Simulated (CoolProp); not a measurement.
Properties of R1234yf at several states.

Computed with CoolProp (reference Helmholtz-energy equation of state, Lemmon 2022).

```json
[
 {"T (K)": "137.2", "p (kPa)": "14.3", "phase": "liquid", "density (kg/m³)": "[?]", "cv (kJ/(kg K))": "[?]", "Prandtl number": "[?]"},
 {"T (K)": "160.2", "p (kPa)": "1130", "phase": "liquid", "density (kg/m³)": "1480", "cv (kJ/(kg K))": "[?]", "Prandtl number": "15.0"},
 {"T (K)": "176.4", "p (kPa)": "10.6", "phase": "liquid", "density (kg/m³)": "1438", "cv (kJ/(kg K))": "0.7446", "Prandtl number": "9.83"},
 {"T (K)": "163.3", "p (kPa)": "14.4", "phase": "liquid", "density (kg/m³)": "1471", "cv (kJ/(kg K))": "0.7354", "Prandtl number": "[?]"},
 {"T (K)": "140.1", "p (kPa)": "18300", "phase": "liquid", "density (kg/m³)": "[?]", "cv (kJ/(kg K))": "0.7360", "Prandtl number": "[?]"}
]
```

What belongs in the gaps?


- 137.2, density (kg/m³): 1537
- 137.2, cv (kJ/(kg K)): 0.7269
- 137.2, Prandtl number: 38.2
- 160.2, cv (kJ/(kg K)): 0.7342
- 163.3, Prandtl number: 13.5
- 140.1, density (kg/m³): 1548
- 140.1, Prandtl number: 42.6

Viscosity comes from a separate model (Bell 2016), an estimate that may be off by 10 % or more. Thermal conductivity comes from a separate model (Perkins 2011).
